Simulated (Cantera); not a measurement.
A perfectly stirred reactor is fed with CH4 : H2 : CO2 = 0.015 : 1 : 0.013 (molar parts), at 0.0908 atm; it is held at 2725 K, and followed from long to short residence time.

Model: GRI-Mech 3.0 (53 species, 325 reactions), integrated in Cantera.

x: mole fraction; the columns are a selection and need not sum to one.

```tsv
τ (s)	x CH4	x H2	x CO2	x HO2	x H	x C2H	x C2H4
13	1.56e-6	0.792	1.85e-8	<1e-12	0.184	2.14e-5	2.12e-8
3.0	2.35e-6	0.793	7.79e-8	<1e-12	0.184	2.13e-5	2.14e-8
0.70	4.37e-6	0.795	3.28e-7	<1e-12	0.181	2.11e-5	2.28e-8
0.16	9.95e-6	0.806	1.44e-6	<1e-12	0.171	2.09e-5	2.98e-8
0.039	3.31e-5	0.837	6.72e-6	<1e-12	0.139	2.12e-5	7.53e-8
0.0091	…	0.888	…	9.01e-12	…	2.45e-5	…
0.0021	…	0.916	…	2.87e-11	…	2.63e-5	…
```

### Question
Some entries are withheld; supply them.

### Answer

- 0.0091, x CH4: 0.000197
- 0.0091, x CO2: 3.81e-5
- 0.0091, x H: 0.0855
- 0.0091, x C2H4: 5.47e-7
- 0.0021, x CH4: 0.000916
- 0.0021, x CO2: 0.000207
- 0.0021, x H: 0.0540
- 0.0021, x C2H4: 3.53e-6
